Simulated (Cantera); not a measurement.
# Diamond growth

A diamond (100) surface in a fixed gas of H2 with x(CH4) = 0.012, x(H) = 0.0012, x(CH3) = 1.3e-05, 28.5 Torr; coverages are run to steady state.

Detailed kinetics in Cantera: the Harris–Goodwin 1993 mechanism for the reconstructed diamond (100) surface.

```
T (K)  growth (µm/h)  θ c6HH  θ c6H*  θ c6*H   θ c6**    θ c6HM
-----  -------------  ------  ------  ------  -------  --------
950            0.190   0.639  0.0140   0.331  0.00638   0.00677
1025           0.206   0.575  0.0203   0.388   0.0107   0.00373
1100           0.131   0.519  0.0275   0.435   0.0161   0.00124
1175          0.0673   0.473  0.0349   0.470   0.0220  0.000275
1250          0.0505   0.436  0.0423   0.493   0.0277   5.65e-5
1325          0.0460   0.411  0.0494   0.507   0.0326   1.19e-5
1400          0.0285   0.395  0.0560   0.513   0.0362   2.59e-6
```
θ: site fractions in the mechanism's names (c6HH fully hydrogenated, c6H* and c6*H radical sites, c6** diradical, c6HM methylated).
